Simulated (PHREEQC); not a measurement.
NaOH is added in steps, without added water, to 1 kg of water holding 0.25 mol H2SO4, 0.0011 mol ZnSO4 and 5.3e-05 mol Fe2(SO4)3, at 25 °C. O2 is buffered at 0.21 atm. No CO2 enters from the air. The run lets Fe(OH)3(a), Zn(OH)2(e) precipitate or redissolve, and no other solid.

Base run: PHREEQC, ion-association model, phreeqc.dat. Each further column changes one thing. The table gives pH.

| NaOH added (mol) | base | Davies equation for every ion | metal-ligand complexes left out | all activity coefficients set to 1 | Debye-Hückel limiting law |
|---|---|---|---|---|---|
| 0 | 0.66 | 0.69 | 0.66 | ___ | 0.80 |
| 0.03313 | 0.71 | 0.74 | 0.71 | 0.64 | 0.84 |
| 0.06625 | 0.76 | 0.79 | 0.76 | ___ | 0.88 |
| 0.1325 | 0.88 | 0.91 | 0.89 | 0.84 | 0.96 |
| 0.1656 | 0.95 | 0.98 | 0.96 | 0.93 | 1.01 |
| 0.1988 | 1.02 | 1.06 | 1.04 | 1.03 | 1.06 |
| 0.2319 | 1.10 | 1.14 | 1.13 | 1.14 | 1.12 |
| 0.2981 | 1.29 | 1.34 | 1.34 | 1.38 | 1.26 |
| 0.3312 | 1.39 | 1.46 | 1.45 | 1.52 | 1.34 |
| 0.3644 | 1.52 | 1.59 | 1.59 | ___ | 1.44 |
| 0.3975 | 1.67 | 1.75 | 1.74 | 1.85 | 1.57 |
| 0.4637 | 2.17 | 2.28 | 2.26 | ___ | ___ |
| 0.4969 | 3.26 | 3.37 | 3.33 | 3.50 | ___ |
| 0.53 | 12.22 | 12.30 | 12.21 | ___ | 11.99 |

Q: Complete the blanks.

A: 
- 0, all activity coefficients set to 1: 0.59
- 0.06625, all activity coefficients set to 1: 0.70
- 0.3644, all activity coefficients set to 1: 1.68
- 0.4637, all activity coefficients set to 1: 2.40
- 0.4637, Debye-Hückel limiting law: 2.03
- 0.4969, Debye-Hückel limiting law: 3.10
- 0.53, all activity coefficients set to 1: 12.43

 The ionic strength passes 0.7 mol/kgw, the rough limit of the ion-association models, in part of: metal-ligand complexes left out; Debye-Hückel limiting law.
